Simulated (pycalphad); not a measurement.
Effect of Si content in Sn-Si

All values are pycalphad results on the COST 507 light-alloy database (1999) (1 atm), not direct measurements. The database dates from 1999; later assessments differ in places, in temperatures and in the compounds included. Amounts are mole fractions of atoms.

### Question
One of these alloys has its liquidus at 1633 K, its solidus at 505 K, and holds DIAMOND_A4 0.66, LIQUID 0.34 at 1050 K. Which?
(A) Sn-66.38Si (at.%)
(B) Sn-88.5Si (at.%)
(C) Sn-22.13Si (at.%)

### Answer
A, Sn-66.38Si (at.%). The others: Sn-22.13Si (at.%), liquidus 1534, solidus 505; Sn-88.5Si (at.%), liquidus 1652, solidus 505

DIAMOND_A4 is diamond (Si).
